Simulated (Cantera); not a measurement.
Standard-state values (1 bar) from the NASA 1993 polynomials, evaluated with Cantera. Values are per mole of reaction as written; species without (g) are pure solids or liquids, kept so even where they would boil at 1 bar.

**Question.** Between 373 and 523 K, where is each reaction favourable under standard conditions?
- P4O10 + 5 H2(g) = P4(g) + 10 OH(g)

**Answer.** 
- P4O10 + 5 H2(g) = P4(g) + 10 OH(g): ΔG° is 3002 kJ at 373 K and 2818 kJ at 523 K; it stays positive (K < 1). ΔH° is 3453 kJ and ΔS° 1215 J/K at 523 K.
